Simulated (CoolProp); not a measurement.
Properties of carbonyl sulfide along the isobar 8.24 MPa.

Computed with CoolProp (reference Helmholtz-energy equation of state, Lemmon 2006). It is a short technical equation, of lower accuracy than the large ones.

```tsv
T (°C)	phase	density (kg/m³)	cv (kJ/(kg K))
25.45	liquid	1015	0.7077
62.35	liquid	?	0.7182
99.25	liquid	?	?
136.15	supercritical	282.6	0.7762
173.05	supercritical	191.0	0.7214
209.85	supercritical	?	?
246.75	supercritical	135.7	?
283.65	supercritical	121.1	?
320.55	supercritical	110.1	0.7311
```

Task: Fill in the missing entries.

Result: 
- 62.35, density (kg/m³): 905.8
- 99.25, density (kg/m³): 740.9
- 99.25, cv (kJ/(kg K)): 0.7473
- 209.85, density (kg/m³): 156.5
- 209.85, cv (kJ/(kg K)): 0.7140
- 246.75, cv (kJ/(kg K)): 0.7166
- 283.65, cv (kJ/(kg K)): 0.7230
